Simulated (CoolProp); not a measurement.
Vapour-liquid equilibrium of carbon dioxide (1) + R152A (2) at 0.891 MPa; x and y are mole fractions of (1).

Model: multi-fluid Helmholtz-energy mixture model, Span 1996 and Outcalt 1996; pair parameters Bell 2016, in CoolProp.

```json
[
 {"x": "0.05", "bubble temperature, mixture model (°C)": "28.2", "bubble temperature, Raoult's law (°C)": "25.1", "y, mixture model": "0.265", "y, Raoult's law": "0.362"},
 {"x": "0.15", "bubble temperature, mixture model (°C)": "9.8", "bubble temperature, Raoult's law (°C)": "6.1", "y, mixture model": "0.604", "y, Raoult's law": "0.688"},
 {"x": "0.25", "bubble temperature, mixture model (°C)": "-3.6", "bubble temperature, Raoult's law (°C)": "-6.3", "y, mixture model": "0.771", "y, Raoult's law": "0.824"},
 {"x": "0.35", "bubble temperature, mixture model (°C)": "-13.4", "bubble temperature, Raoult's law (°C)": "-15.3", "y, mixture model": "0.859", "y, Raoult's law": "0.893"},
 {"x": "0.45", "bubble temperature, mixture model (°C)": "-20.8", "bubble temperature, Raoult's law (°C)": "-22.1", "y, mixture model": "0.909", "y, Raoult's law": "0.932"},
 {"x": "0.55", "bubble temperature, mixture model (°C)": "-26.5", "bubble temperature, Raoult's law (°C)": "-27.5", "y, mixture model": "0.940", "y, Raoult's law": "0.956"},
 {"x": "0.65", "bubble temperature, mixture model (°C)": "-31.3", "bubble temperature, Raoult's law (°C)": "-32.0", "y, mixture model": "0.961", "y, Raoult's law": "0.972"},
 {"x": "0.75", "bubble temperature, mixture model (°C)": "-35.2", "bubble temperature, Raoult's law (°C)": "-35.8", "y, mixture model": "0.976", "y, Raoult's law": "0.984"},
 {"x": "0.85", "bubble temperature, mixture model (°C)": "-38.7", "bubble temperature, Raoult's law (°C)": "-39.1", "y, mixture model": "0.987", "y, Raoult's law": "0.992"},
 {"x": "0.95", "bubble temperature, mixture model (°C)": "-41.8", "bubble temperature, Raoult's law (°C)": "-41.9", "y, mixture model": "0.996", "y, Raoult's law": "0.998"}
]
```

The largest gap from Raoult's law is +3.7 K in bubble temperature, at x = 0.15. No azeotrope shows between x = 0.05 and 0.95.

The pair parameters rest on a limited set of measurements; away from them the model extrapolates.
